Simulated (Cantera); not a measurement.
# Gas-phase reforming

An isothermal, constant-pressure homogeneous reactor starts with 63.3 % CH4, 29.1 % CO2, 7.59 % H2, at 2150 K and 100.0 Torr.

Detailed kinetics in Cantera: GRI-Mech 3.0 (53 species, 325 reactions). GRI-Mech 3.0 stops at C3 and has no aromatics, soot or wall deposition, so with more carbon than oxygen in the feed, carbon stays in small species such as C2H2 where larger ones or solid carbon would form.

```tsv
t (s)	x CH4	x CO2	x H2	x H	x CH3	x CH2O
0.000200	0.200	0.194	0.407	0.00302	0.0250	0.000167
0.000812	0.0411	0.0816	0.495	0.00425	0.00661	3.04e-5
0.00330	0.00897	0.0105	0.496	0.00587	0.00205	7.53e-6
0.0134	0.00489	0.00387	0.562	0.00697	0.00117	1.41e-6
0.0544	0.000941	0.000146	0.599	0.00868	0.000262	2.13e-8
0.221	0.000124	1.86e-8	0.601	0.00902	3.56e-5	9.74e-9
0.896	0.000122	1.81e-8	0.601	0.00902	3.53e-5	9.74e-9
3.64	0.000122	1.81e-8	0.601	0.00902	3.53e-5	9.74e-9
14.8	0.000122	1.81e-8	0.601	0.00902	3.53e-5	9.74e-9
60.0	0.000122	1.81e-8	0.601	0.00902	3.53e-5	9.74e-9
```
x: mole fraction; the columns are a selection and need not sum to one.

Equilibrium at this temperature and pressure: CH4 0.000123, CO2 1.81e-8, H2 0.601, H 0.00902, CH3 3.54e-5, CH2O 9.74e-9 (gas phase only).
